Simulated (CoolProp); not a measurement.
Properties of propylene glycol along the isobar 7.35 bar.

Values from CoolProp's reference Helmholtz-energy equation of state, Eisenbach 2021.

```
T (°C)   phase  cp (kJ/(kg K))  expansivity (1/kK)  fugacity coefficient
------  ------  --------------  ------------------  --------------------
95.65   liquid           2.884              0.8489              0.003273
102.55  liquid           2.921              0.8636              0.004690
109.45  liquid           2.957          (withheld)              0.006614
116.35  liquid           2.994              0.8955            (withheld)
123.35  liquid      (withheld)              0.9131               0.01264
130.25  liquid      (withheld)              0.9314               0.01708
137.15  liquid           3.104              0.9507               0.02278
144.05  liquid           3.141              0.9712               0.03003
150.95  liquid           3.177              0.9928               0.03914
157.85  liquid      (withheld)               1.016               0.05046
164.75  liquid           3.250          (withheld)               0.06440
171.65  liquid           3.286               1.066               0.08139
178.55  liquid           3.322               1.094                0.1019
```

Q: Complete the blanks.

A: 
- 109.45, expansivity (1/kK): 0.8792
- 116.35, fugacity coefficient: 0.009188
- 123.35, cp (kJ/(kg K)): 3.031
- 130.25, cp (kJ/(kg K)): 3.068
- 157.85, cp (kJ/(kg K)): 3.213
- 164.75, expansivity (1/kK): 1.040
